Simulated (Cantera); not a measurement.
Feed: 1 mol Si, 0.11 mol CO2, 120 mol H2, at 1800 °C and 1.33 mbar.

Cantera equilibrium calculation (NASA polynomials, part measured and part estimated; ideal gas, pure solids and liquids). Candidate condensed phases: C, C6H6, C7H8, C8H18, H2O, Si, SiC, SiO2; 123 gas species. Gases not in the tables: Si2H6 and higher silanes. The numbers say what is thermodynamically allowed, not how fast it happens.

Base state: H2 0.922, H 0.0692, Si 0.00691, SiO 0.000882, CO 0.000872, SiH 0.000139, SiH2 1.35e-5 (mole fractions); condensed: gas only.

Task: What changes in the equilibrium state with this change: temperature from 1800 °C to 1702 °C?

Result: 
```tsv
species	before	after
H2	0.922	0.954
H	0.0692	0.0366
Si	0.00691	0.00684
Si2C	4.65e-6	4.26e-5
Si2	7.83e-6	1.88e-5
```

Task: What changes in the equilibrium state with this change: H2 from 120 to 11 mol?

Result: 
```csv
species,before,after
H2,0.922,0.849
H,0.0692,0.0665
Si,0.00691,0.0622
SiO,0.000882,0.0110
Si3,1.50e-7,0.000109
Si2C,4.65e-6,0.00209
SiC2,7.84e-8,2.17e-5
Si2,7.83e-6,0.000635
```

Task: What changes in the equilibrium state with this change: pressure from 1.33 mbar to 1 atm?

Result: 
| species | before | after |
|---|---|---|
| H2 | 0.922 | 0.995 |
| H | 0.0692 | 0.00261 |
| SiO | 0.000882 | 0.00125 |
| Si | 0.00691 | 9.85e-5 |
| CH4 | 5.61e-9 | 2.51e-5 |
| SiH2 | 1.35e-5 | 0.000158 |
| SiH | 0.000139 | 5.69e-5 |
| Si(l), mol | 0 | 0.775 |
| SiC(s), mol | 0 | 0.0354 |
Mutual solubility and eutectic melting of coexisting phases are not modelled.
